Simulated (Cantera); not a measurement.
**Thermodynamics of carbon deposition, reforming and gasification, feed C2H5OH + NH3**

Input: 1 mol C2H5OH, 0.074 mol NH3, at 802 °C and 133 Pa.

Cantera equilibrium calculation (NASA polynomials, part measured and part estimated; ideal gas, pure solids and liquids). Candidate condensed phases: C, C6H6, C7H8, C8H18, H2O; 136 gas species. Equilibrium is a limit: real reactors are often held back by kinetics, nucleation or transport.

```
Quantity            Value
--------------  ---------
x(H2)               0.750
x(CO)               0.241
x(N2)             0.00892
x(CH4)            3.38e-5
x(H2O)            3.05e-5
x(CO2)            1.05e-5
x(HCN)            1.30e-6
n(C(graphite))   1.00 mol
gas amount      4.148 mol
```
